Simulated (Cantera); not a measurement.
A closed system holds: 1 mol Al, 3.5 mol Cl₂, 1.9 mol N₂, equilibrated at 2.60 Pa.

Method: chemical equilibrium by Gibbs-energy minimisation in Cantera with the NASA 1993 tables (ideal gas, pure condensed phases). Candidate condensed phases: Al, AlCl₃, AlN; 11 gas species. Kinetics and transport are ignored. All values below are at 975 K.

Base state: Cl₂ 0.385, N₂ 0.382, AlCl₃ 0.201, Cl 0.0322 (mole fractions); condensed: gas only.

### Question
What changes in the equilibrium state with this change: 0.0064 mol H₂O added?

### Answer
| species | before | after |
|---|---|---|
| Cl₂ | 0.385 | 0.385 |
| N₂ | 0.382 | 0.381 |
| AlCl₃ | 0.201 | 0.200 |
| HCl | 0 | 0.00257 |
| Cl | 0.0322 | 0.0322 |
| Al₂O₃(s), mol | 0 | 0.00213 |
Condensed phases not in the tables: AlOCl. Further candidate phases: Al₂O₃, H₂O, NH₄Cl.
